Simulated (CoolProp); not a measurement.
Vapour pressure (bar) of acetone: the reference equation beside estimates from Tc = 508.1 K, pc = 46.92 bar, ω = 0.307. Clausius-Clapeyron is anchored at 420.7 K with a constant enthalpy of vaporisation of 21.89 kJ/mol.

Computed with CoolProp (reference Helmholtz-energy equation of state, Lemmon 2006). It is a short technical equation, of lower accuracy than the large ones.

```tsv
T (K)	reference	Lee-Kesler	Clausius-Clapeyron	van der Waals	Soave-Redlich-Kwong	Peng-Robinson
398.7	6.856	6.938	7.706	16.44	6.960	6.876
401.8	7.341	7.431	8.108	17.05	7.459	7.366
405	7.868	7.967	8.539	17.69	8.002	7.900
408.1	8.406	8.513	8.971	18.32	8.555	8.444
411.3	8.990	9.105	9.433	18.99	9.157	9.036
414.4	9.584	9.707	9.896	19.66	9.769	9.639
417.6	10.23	10.36	10.39	20.36	10.43	10.29
420.7	10.88	11.02	10.88	21.05	11.11	10.96
423.9	11.59	11.74	11.41	21.78	11.84	11.68
427	12.31	12.46	11.94	22.50	12.58	12.41
430.2	13.09	13.25	12.50	23.27	13.38	13.20
433.3	13.88	14.04	13.06	24.02	14.19	14.00
436.5	14.73	14.90	13.65	24.81	15.06	14.86
439.6	15.59	15.76	14.24	25.60	15.94	15.73
442.8	16.52	16.69	14.87	26.42	16.89	16.68
```

Absolute difference from the reference over all 15 rows, mean and median: Lee-Kesler 1.2 and 1.2 %, Clausius-Clapeyron 5.9 and 5.9 %, van der Waals 95.9 and 93.5 %, Soave-Redlich-Kwong 2.0 and 2.1 %, Peng-Robinson 0.7 and 0.7 %.
